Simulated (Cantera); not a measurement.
A perfectly stirred reactor is fed with CH₄ : C₂H₆ : C₃H₈ : O₂ : N₂ = 1 : 1 : 0.65 : 9.21 : 34.6 (molar parts), at 1.28 atm; it is adiabatic with a 548 K inlet, and is followed from long to short residence time, starting on the burning branch (τ in s: 0.092, 0.026, 0.0076, 0.0022, 0.00064, 0.00018, 5.3e-05, 1.5e-05, 4.4e-06).

Cantera simulation using GRI-Mech 3.0 (53 species, 325 reactions); the numbers are that mechanism's predictions, not measurements. GRI-Mech 3.0 was tuned for natural gas; its chemistry of propane as a main component is partial and can be far from experiment.

Task: What does this change do: pressure from 1.28 atm to 4.34 atm?

Result: 
```csv
quantity,before,after
"blow-out, bracketed by the residence times tried","burning at 53.0 µs, out at 15.0 µs","burning at 53.0 µs, out at 15.0 µs"
x(CH₄) at τ = 92.0 ms,5.30e-7,2.50e-7
x(C₂H₆) at τ = 92.0 ms,4.76e-8,1.88e-8
x(C₃H₈) at τ = 92.0 ms,3.83e-8,1.59e-8
x(CO) at τ = 92.0 ms,0.0117,0.00825
x(NO₂) at τ = 92.0 ms,8.43e-7,1.73e-6
x(CH₄) at τ = 0.640 ms,2.57e-5,1.55e-5
x(C₂H₆) at τ = 0.640 ms,5.41e-6,2.37e-6
x(C₃H₈) at τ = 0.640 ms,3.02e-6,1.59e-6
x(CO) at τ = 0.640 ms,0.0275,0.0171
x(NO₂) at τ = 0.640 ms,3.76e-8,2.65e-7
```

Task: What does this change do: C2H6 1 to 1.4 parts?

Result: 
| quantity | before | after |
|---|---|---|
| blow-out, bracketed by the residence times tried | burning at 53.0 µs, out at 15.0 µs | burning at 53.0 µs, out at 15.0 µs |
| x(CH₄) at τ = 92.0 ms | 5.30e-7 | 8.86e-7 |
| x(C₂H₆) at τ = 92.0 ms | 4.76e-8 | 5.94e-8 |
| x(C₃H₈) at τ = 92.0 ms | 3.83e-8 | 3.28e-8 |
| x(CO) at τ = 92.0 ms | 0.0117 | 0.0341 |
| x(NO₂) at τ = 92.0 ms | 8.43e-7 | 1.56e-7 |
| x(CH₄) at τ = 0.640 ms | 2.57e-5 | 2.70e-5 |
| x(C₂H₆) at τ = 0.640 ms | 5.41e-6 | 6.58e-6 |
| x(C₃H₈) at τ = 0.640 ms | 3.02e-6 | 2.46e-6 |
| x(CO) at τ = 0.640 ms | 0.0275 | 0.0448 |
| x(NO₂) at τ = 0.640 ms | 3.76e-8 | 3.26e-8 |
